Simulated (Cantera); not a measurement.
A perfectly stirred reactor is fed with 3.38 % H2, 96.6 % O2, equivalence ratio 0.018, at 1.50 Torr; it is held at 1025 K, and followed from long to short residence time.

Cantera simulation using the H2/O2 subset of GRI-Mech 3.0, which has no nitrogen chemistry; the numbers are that mechanism's predictions, not measurements. Radical loss at walls, strong at low pressure, is not modelled. The temperature is held fixed by assumption; the heat of reaction is taken as removed at once.

x: mole fraction; the columns are a selection and need not sum to one.

| τ (s) | x H2 | x O2 | x H2O2 | x H | x H2O | x OH | x HO2 |
|---|---|---|---|---|---|---|---|
| 12 | 0.000150 | 0.962 | 9.95e-9 | (withheld) | 0.0337 | 0.000546 | 4.46e-7 |
| 4.6 | 0.000259 | 0.959 | 1.04e-8 | (withheld) | 0.0332 | 0.000734 | 5.48e-7 |
| 1.8 | 0.000441 | 0.955 | 1.08e-8 | (withheld) | 0.0323 | 0.000958 | 6.41e-7 |
| 0.67 | 0.000778 | 0.950 | 1.18e-8 | (withheld) | 0.0309 | 0.00123 | 7.23e-7 |
| 0.26 | 0.00140 | 0.947 | 1.43e-8 | (withheld) | 0.0291 | 0.00154 | 7.86e-7 |
| 0.097 | 0.00278 | 0.946 | 1.96e-8 | (withheld) | 0.0267 | 0.00194 | 8.37e-7 |
| 0.037 | 0.00571 | 0.947 | 2.82e-8 | (withheld) | 0.0232 | 0.00237 | 8.63e-7 |
| 0.014 | 0.0118 | 0.951 | 3.70e-8 | (withheld) | 0.0174 | 0.00258 | 8.38e-7 |
| 0.0054 | 0.0226 | 0.958 | 2.93e-8 | (withheld) | 0.00859 | 0.00193 | 7.27e-7 |

Task: Some entries are withheld; supply them.

Result: 
- 12, x H: 0.000410
- 4.6, x H: 0.000946
- 1.8, x H: 0.00195
- 0.67, x H: 0.00356
- 0.26, x H: 0.00533
- 0.097, x H: 0.00690
- 0.037, x H: 0.00759
- 0.014, x H: 0.00658
- 0.0054, x H: 0.00327
